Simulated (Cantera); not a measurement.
A closed system holds: 1 mol Si, 1.8 mol F₂, 0.62 mol N₂, 5.7 mol NF₃, at 1.00 bar.

Method: chemical equilibrium by Gibbs-energy minimisation in Cantera with the NASA 1993 tables (ideal gas, pure condensed phases). Candidate condensed phases: Si, Si₃N₄; 16 gas species. Equilibrium is a limit: real reactors are often held back by kinetics, nucleation or transport.

x: gas mole fraction; nothing condenses.

```
T (K)       x NF₃        x F₂        x N₂         x F      x SiF₄       x NF₂
-----  ----------  ----------  ----------  ----------  ----------  ----------
625         0.760     0.00615      0.0963     2.11e-5       0.137     6.58e-9
675         0.743      0.0208       0.100    0.000124       0.136     3.70e-8
725         0.700      0.0569       0.110    0.000557       0.133     1.61e-7
775         0.617       0.126       0.129     0.00199       0.126     5.58e-7
825    (withheld)  (withheld)  (withheld)  (withheld)  (withheld)  (withheld)
875         0.341       0.350       0.190      0.0141       0.104     3.45e-6
925         0.205       0.453       0.220      0.0296      0.0929     6.18e-6
975    (withheld)       0.514       0.238  (withheld)      0.0844  (withheld)
1025       0.0536       0.531       0.246      0.0910      0.0786     1.19e-5
1075       0.0253       0.514       0.246       0.141      0.0745     1.39e-5
```

Question: What belongs in the gaps?

Answer: 
- 975, x NF₃: 0.109
- 975, x F: 0.0545
- 975, x NF₂: 9.20e-6
- 825, x NF₃: 0.490
- 825, x F₂: 0.230
- 825, x N₂: 0.157
- 825, x F: 0.00579
- 825, x SiF₄: 0.116
- 825, x NF₂: 1.55e-6
